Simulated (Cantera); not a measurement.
A closed system holds: 1 mol AlN, 77 mol HCl, at 2073 K and 1.00 bar.

Equilibrium computed with Cantera from the NASA thermochemical tables; the gas is ideal and each condensed phase is pure. Candidate condensed phases: Al, AlCl₃, AlN, NH₄Cl; 20 gas species. The tables' values for AlCl₂ are old estimates; treat these amounts as uncertain. Kinetics and transport are ignored.

Base state: HCl 0.944, H₂ 0.0249, AlCl₃ 0.0125, Cl 0.0116, N₂ 0.00645, H 0.000415, AlCl₂ 0.000388, Cl₂ 0.000145 (mole fractions); condensed: gas only.

Q: What changes in the equilibrium state with this change: temperature from 2073 K to 1023 K?

A: 
```csv
species,before,after
HCl,0.944,0.961
H₂,0.0249,0.0195
AlCl₃,0.0125,0.0130
Cl,0.0116,2.63e-8
H,0.000415,<1e-9
AlCl₂,0.000388,1.93e-9
```
